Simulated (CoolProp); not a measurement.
Hydrogen chloride along the isobar 14.9 MPa: Z from the reference equation and from simpler models built on Tc = 324.7 K, pc = 8.314 MPa, ω = 0.130; each cubic takes its own stable root.

Computed with CoolProp (reference Helmholtz-energy equation of state, Thol 2018).

```tsv
T (K)	phase	reference
242.7	liquid	0.2519
271.5	liquid	0.2445
300.2	liquid	0.2467
329	supercritical	0.2684
357.8	supercritical	0.3794
386.5	supercritical	0.5916
415.3	supercritical	0.7076
444	supercritical	0.7787
472.8	supercritical	0.8280
501.5	supercritical	0.8641
530.3	supercritical	0.8918
```

Task: How far does each simpler model (van der Waals, Redlich-Kwong, Soave-Redlich-Kwong, Peng-Robinson) lie from the reference over these 11 states: mean and median of the absolute difference, and the worst?

Result: 
- van der Waals: mean 25.1 %, median 7.0 %, worst +62.9 % at 242.7 K and 14.9 MPa
- Redlich-Kwong: mean 8.5 %, median 1.3 %, worst +23.4 % at 329 K and 14.9 MPa
- Soave-Redlich-Kwong: mean 11.5 %, median 7.8 %, worst +23.9 % at 329 K and 14.9 MPa
- Peng-Robinson: mean 3.7 %, median 1.3 %, worst +13.5 % at 357.8 K and 14.9 MPa
